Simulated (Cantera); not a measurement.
Cantera run:

```python
import numpy as np
import cantera as ct

gas_names = [...]  # 151 gases of nasa_gas.yaml made of C, H, N, O, Si
cond_names = """
    C(gr) C6H6(L) C7H8(L) C8H18(L),n-octa H2O(s) H2O(L) Si(cr) Si(L) SiC(b) SiO2(Lqz) SiO2(hqz) SiO2(L)
    Si2N2O(s) Si3N4(a)
""".split()


# ... load() reads the species with a 1 bar reference pressure and builds the phases ...
atoms = {
    'Si': {'Si': 1},
    'H2O': {'H': 2, 'O': 1},
    'N2': {'N': 2},
    'CO2': {'C': 1, 'O': 2},
}
top_T = {'C(gr)': 4500, 'SiC(b)': 3050, 'Si2N2O(s)': 2100, 'Si3N4(a)': 2400}  # K; cautious upper limits of use, not melting points


# ... equilibrate(T, P, feed) seeds the gas with the atoms and calls Mixture.equilibrate('TP', solver="vcs", rtol=1e-11, max_steps=5000) ...
results = []
feed = {'Si': 1, 'H2O': 1.8, 'N2': 770, 'CO2': 0.016}  # mol
P = 133.322  # Pa
for T in [1400, 1475, 1550, 1625, 1700, 1775, 1850, 1925, 2000, 2075, 2150]:
    mix = equilibrate(T, P, feed)
    results.append((T, P, feed, dict(zip(mix.species_names, mix.species_moles))))

top = {s: max(r[3][s] / sum(r[3][g] for g in gas_names) for r in results) for s in gas_names}
cols = sorted((s for s in top if top[s] > 0.001), key=lambda s: -top[s])[:6]
seen = [c for c in cond_names if any(r[3].get(c, 0) > 1e-12 for r in results)]
print("log10 of partial pressures in bar; condensed amounts in mol")
print(f"{'T/K':>10s}" + "".join(f"{s[:9]:>10s}" for s in cols + seen))
for T, P, feed, n in results:
    ng = sum(n[g] for g in gas_names)
    print(f"{T:10.4g}" + "".join(f"{np.log10(max(n[s] / ng * P / 1e5, 1e-99)):10.3f}" for s in cols)
          + "".join(f"{n.get(c, 0):10.4g}" for c in seen))
```

It prints:

```
log10 of partial pressures in bar; condensed amounts in mol
       T/K        N2         H        H2       SiO SiO2(hqz)   SiO2(L)
      1400    -2.876    -8.067    -5.508    -6.497    0.8156         0
      1475    -2.876    -7.642    -5.510    -6.487    0.8115         0
      1550    -2.876    -7.261    -5.519    -6.427    0.7834         0
      1625    -2.876    -6.927    -5.552    -6.252    0.6761         0
      1700    -2.876    -6.647    -5.632    -6.008         0    0.4309
      1775    -2.877    -6.435    -5.793    -5.780         0   0.03693
      1850    -2.877    -6.186    -5.835    -5.764         0         0
      1925    -2.877    -5.954    -5.869    -5.765         0         0
      2000    -2.877    -5.743    -5.908    -5.765         0         0
      2075    -2.877    -5.559    -5.970    -5.765         0         0
      2150    -2.878    -5.416    -6.083    -5.765         0         0
```

These are equilibrium values from Cantera (NASA tables, ideal gas, pure condensed phases), not measurements of a reactor. The tables hold silica as quartz up to 1696 K and as liquid above; real silica turns to tridymite and cristobalite and melts near 1996 K.
